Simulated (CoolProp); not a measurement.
A simple Rankine cycle with R365MFC: condensing at 296.15 K, boiler at 0.255 MPa, turbine inlet 356.7 K, turbine efficiency 0.85, pump efficiency 0.7, no recuperator. Each further row changes one setting.

Values from CoolProp's reference Helmholtz-energy equation of state, Lemmon 2016.

```csv
case,thermal efficiency (%),net work (kJ/kg),heat in (kJ/kg),turbine exit temperature (K),volume ratio over the turbine
as stated,9.6,24.5,255,329.7,4.77
turbine inlet 376.7 K,9.4,26.2,278,349.7,4.73
condensing temperature 288.15 K,11.1,29.6,266,324.4,6.62
boiler pressure 0.178 MPa,7.5,19.4,257,336.2,3.32
turbine efficiency 0.75,8.5,21.6,255,332.4,4.81
```
